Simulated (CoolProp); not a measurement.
A simple Rankine cycle with R1336mzz(Z): condensing at 331.15 K, boiler at 2.19 MPa, turbine inlet 468.6 K, turbine efficiency 0.65, pump efficiency 0.8, no recuperator. Each further row changes one setting.

Model: reference Helmholtz-energy equation of state, McLinden 2020, in CoolProp.

```
case                             thermal efficiency (%)  net work (kJ/kg)  heat in (kJ/kg)  turbine exit temperature (K)  volume ratio over the turbine
-------------------------------  ----------------------  ----------------  ---------------  ----------------------------  -----------------------------
as stated                                           9.8              26.5              270                         421.6                           11.2
turbine inlet 488.6 K                               9.7              28.6              296                         443.4                           10.6
condensing temperature 323.15 K                    10.6              29.7              280                         417.9                           14.3
boiler pressure 1.53 MPa                            8.6              23.9              279                         432.7                           7.17
turbine efficiency 0.55                             8.2              22.1              270                         425.7                           11.3
```
